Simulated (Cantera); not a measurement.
Input: 1 mol Fe3O4, 3.2 mol CH4, 3.4 mol N2, 0.67 mol C, at 1173 K and 0.00133 bar.

Cantera equilibrium calculation (NASA polynomials, part measured and part estimated; ideal gas, pure solids and liquids). Candidate condensed phases: C, C6H6, C7H8, C8H18, Fe, Fe(CO)5, FeO, Fe(OH)2, Fe(OH)3, Fe2O3, Fe3O4, H2O; 140 gas species. Equilibrium is a limit: real reactors are often held back by kinetics, nucleation or transport.

Base state: H2 0.462, CO 0.280, N2 0.249, H2O 0.00644, CO2 0.00307 (mole fractions); condensed: Fe(α).

What changes in the equilibrium state with this change: temperature from 1173 K to 2498.15 K?


```json
[
 {"species": "H", "before": "2.19e-6", "after": "0.289"},
 {"species": "CO", "before": "0.280", "after": "0.198"},
 {"species": "H2", "before": "0.462", "after": "0.179"},
 {"species": "Fe", "before": "1.47e-8", "after": "0.153"},
 {"species": "N2", "before": "0.249", "after": "0.174"},
 {"species": "O", "before": "<1e-9", "after": "0.00122"},
 {"species": "OH", "before": "<1e-9", "after": "0.00115"},
 {"species": "FeO", "before": "<1e-9", "after": "0.000152"},
 {"species": "NO", "before": "<1e-9", "after": "7.28e-5"},
 {"species": "CO2", "before": "0.00307", "after": "0.000612"},
 {"species": "Fe(α), mol", "before": "3.00", "after": "0"}
]
```
